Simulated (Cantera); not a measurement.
Charge: 1 mol PbO, 0.055 mol CO, 0.24 mol H₂, held at 798 K and 0.750 bar.

Method: chemical equilibrium by Gibbs-energy minimisation in Cantera with the NASA 1993 tables (ideal gas, pure condensed phases). Candidate condensed phases: C, C₆H₆, C₇H₈, C₈H₁₈, H₂O, Pb, PbO, PbO₂, Pb₃O₄; 113 gas species. Kinetics and transport are ignored.

Base state: H₂O 0.814, CO₂ 0.186, H₂ 5.08e-5 (mole fractions); condensed: Pb(l) + PbO(yellow).

**Question.** What changes in the equilibrium state with this change: temperature from 798 K to 1673 K?

**Answer.** 
| species | before | after |
|---|---|---|
| H₂O | 0.814 | 0.626 |
| Pb | 7.64e-8 | 0.146 |
| CO₂ | 0.186 | 0.143 |
| PbO | <1e-9 | 0.0832 |
| Pb₂ | <1e-9 | 0.000163 |
| OH | <1e-9 | 0.000116 |
| O₂ | <1e-9 | 8.72e-5 |
| CO | 2.72e-6 | 0.000882 |
| H₂ | 5.08e-5 | 0.00117 |
| Pb(l), mol | 0.295 | 0.238 |
| PbO(yellow), mol | 0.705 | 0 |
| PbO(l), mol | 0 | 0.674 |
Each liquid is taken as pure. Mutual solubility and eutectic melting of coexisting phases are not modelled. Gases not in the tables: (PbO)n polymers.
